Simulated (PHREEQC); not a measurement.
1 kg of water holding 0.036 mol/kgw Na2SO4 and 0.007 mol/kgw NaCl is evaporated at 50 °C; the solids stay in contact with the brine. No CO2 enters from the air. Solids allowed: Halite, Mirabilite, Thenardite. Others were left out.

The series has 28 steps of water left (kg), from 1 to 0.005012.

Model: Pitzer model, pitzer.dat, run in PHREEQC.

Q: Which solids form, in which order, and at which step of the series does each first stand?

A: Thenardite from water left = 0.01099 kg.

Species that the database lacks are ignored. At this temperature some constants are extrapolated from 25 °C, and those without enthalpy data are left unchanged.
